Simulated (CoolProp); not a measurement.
Tetrahydrofuran at several states: density (kg/m³) from the reference equation and from simpler models built on Tc = 267.0 °C, pc = 53.04 bar, ω = 0.234; each cubic takes its own stable root.

Model: reference Helmholtz-energy equation of state, Fiedler 2023, in CoolProp.

```tsv
T (°C)	p (bar)	phase	reference
20.55	0.485	liquid	886.8
137.05	0.406	gas	0.8637
-40.55	22	liquid	953.5
```

Question: How far does each simpler model (van der Waals, Redlich-Kwong, Soave-Redlich-Kwong, Peng-Robinson) lie from the reference over these 3 states: mean and median of the absolute difference, and the worst?

Answer: 
- van der Waals: mean 46.3 %, median 39.0 %, worst -99.8 % at 20.55 °C and 0.485 bar
- Redlich-Kwong: mean 6.2 %, median 9.1 %, worst -9.4 % at -40.55 °C and 22 bar
- Soave-Redlich-Kwong: mean 5.2 %, median 7.1 %, worst -8.3 % at -40.55 °C and 22 bar
- Peng-Robinson: mean 2.5 %, median 2.9 %, worst +4.6 % at 20.55 °C and 0.485 bar

At some of these states van der Waals gives the other phase, because its saturation line lies elsewhere.
